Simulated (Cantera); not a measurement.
Charge: 1 mol CuO, a varied amount of CO, 5 mol H2, held at 160 Pa.

Cantera equilibrium calculation (NASA polynomials, part measured and part estimated; ideal gas, pure solids and liquids). Candidate condensed phases: C, C6H6, C7H8, C8H18, Cu, CuO, Cu(OH)2, Cu2O, H2O; 113 gas species. The numbers say what is thermodynamically allowed, not how fast it happens.

Stable condensed phases, one row left out:

```
T in K \ n(CO) in mol
         0.74  1.2    2  3.2  5.2  8.6   14
   1848     A    A    A    A    A    A    A
   1823     A    A    A    A    A    A    A
   1798     A    A    A    A    A    A    A
   1773     A    A    A    A    A    A    A
   1748     A    A    A    A    A    A    A
   1698     B    B    B    B    A    A    A
   1673     B    B    B    B    B    A    A
   1648     B    B    B    B    B    B    B
   1623     B    B    B    B    B    B    B
   1598     B    B    B    B    B    B    B
   1573     B    B    B    B    B    B    B
   1548     B    B    B    B    B    B    B
```

A: gas only; B: Cu.

### Question
Give the row for 1723 K.

### Answer
0.74: Cu; 1.2: Cu; 2: gas only; 3.2: gas only; 5.2: gas only; 8.6: gas only; 14: gas only.
